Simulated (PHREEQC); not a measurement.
Consider water at 78 °C with 5.2 mmol/kgw H2SO4, 0.27 mmol/kgw FeSO4 and 19 mmol/kgw Na2SO4. Closed to the air; pH follows from the charge balance.

Computed with PHREEQC (ion-association model, phreeqc.dat).

Question: The ionic strength comes out as 0.0552 mol/kgw. What activity coefficients do Fe+2, NaSO4-, HSO4-, Na+, H+ get?

Answer: Fe+2 0.43, NaSO4- 0.81, HSO4- 0.80, Na+ 0.80, H+ 0.84.

This is a speciation only: nothing precipitates in the calculation. Species that the database lacks are ignored. Away from 25 °C the constants follow the database's enthalpies or fits; those with neither stay at their 25 °C values.
